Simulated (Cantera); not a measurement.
Mixture: 3.83 % C3H8, 19.7 % O2, 74.2 % N2, 2.22 % H2O, equivalence ratio 0.97, at 5.00 bar, adiabatic and at constant pressure. Ignition delay is the time to a rise of 400 K.

Computed with Cantera and GRI-Mech 3.0 (53 species, 325 reactions). GRI-Mech 3.0 was tuned for natural gas; its chemistry of propane as a main component is partial and can be far from experiment.

Predict: delay at 1100 K; delay at 1200 K; delay at 1300 K; delay at 1400 K; delay at 1500 K; apparent activation energy between 1400 and 1500 K.


* **delay at 1100 K**: 19.2 ms
* **delay at 1200 K**: 2.70 ms
* **delay at 1300 K**: 0.454 ms
* **delay at 1400 K**: 0.101 ms
* **delay at 1500 K**: 30.7 µs
* **apparent activation energy between 1400 and 1500 K**: 210 kJ/mol
